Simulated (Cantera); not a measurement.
# Equilibrium for silicon carbide growth: SiF₄ + CH₄ + H₂

Input: 1 mol SiF₄, 1.7 mol CH₄, 1400 mol H₂, held at 1300 °C and 750 Torr.

Equilibrium computed with Cantera from the NASA thermochemical tables; the gas is ideal and each condensed phase is pure. Candidate condensed phases: C, C₆H₆, C₇H₈, C₈H₁₈, Si, SiC; 113 gas species. The tables' values for SiF₃, SiF₂ are old estimates; treat these amounts as uncertain. Rates play no part.

```json
{
  "x(H₂)": "0.997",
  "x(HF)": "0.00173",
  "x(CH₄)": "0.000820",
  "x(SiF₄)": "0.000154",
  "x(SiF₃)": "7.25e-5",
  "x(SiHF₃)": "7.17e-5",
  "x(H)": "4.06e-5",
  "x(SiF₂)": "1.72e-5",
  "x(SiH₂F₂)": "1.50e-5",
  "n(SiC(s))": "0.534 mol",
  "gas_amount": "1404 mol",
  "log10 activity of C(graphite) (absent)": "-0.35",
  "log10 activity of Si(s) (absent)": "-1.67"
}
```
